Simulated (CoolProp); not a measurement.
Saturation properties of nitrous oxide.

The numbers come from the reference Helmholtz-energy equation of state, Lemmon 2006 in CoolProp. It is a short technical equation, of lower accuracy than the large ones.

| T (°C) | p (MPa) | liquid density (kg/m³) | vapour density (kg/m³) | surface tension (mN/m) |
|---|---|---|---|---|
| -46.85 | 0.7307 | 1099 | 19.10 | 14.6 |
| -42.85 | 0.8475 | 1085 | 22.05 | 13.7 |
| -38.85 | 0.9776 | 1071 | 25.35 | 12.9 |
| -34.85 | 1.122 | 1056 | 29.03 | 12.1 |
| -30.85 | 1.281 | 1041 | 33.13 | 11.3 |
| -26.85 | 1.457 | 1026 | 37.69 | 10.5 |
| -22.85 | 1.649 | 1010 | 42.77 | 9.68 |
| -18.85 | 1.859 | 993.3 | 48.41 | 8.90 |
| -14.85 | 2.089 | 976.4 | 54.70 | 8.13 |

It boils at -88.5 °C under 1 atm.

Surface tension comes from a separate correlation (Mulero 2012).
